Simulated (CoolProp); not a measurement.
R143a at several states: fugacity coefficient from the reference equation and from simpler models built on Tc = 72.7 °C, pc = 37.62 bar, ω = 0.261; each cubic takes its own stable root.

Model: reference Helmholtz-energy equation of state, Lemmon and Jacobsen 2000, in CoolProp.

```csv
T (°C),p (bar),phase,reference
60.75,3.03,gas,0.9665
75.25,13.3,gas,0.8756
106.35,118,supercritical,0.4104
-14.95,0.33,gas,0.9907
```

### Question
How far does each simpler model (Redlich-Kwong, Peng-Robinson) lie from the reference over these 4 states: mean and median of the absolute difference, and the worst?

### Answer
- Redlich-Kwong: mean 1.4 %, median 0.7 %, worst +4.0 % at 106.35 °C and 118 bar
- Peng-Robinson: mean 0.9 %, median 0.2 %, worst +3.1 % at 106.35 °C and 118 bar
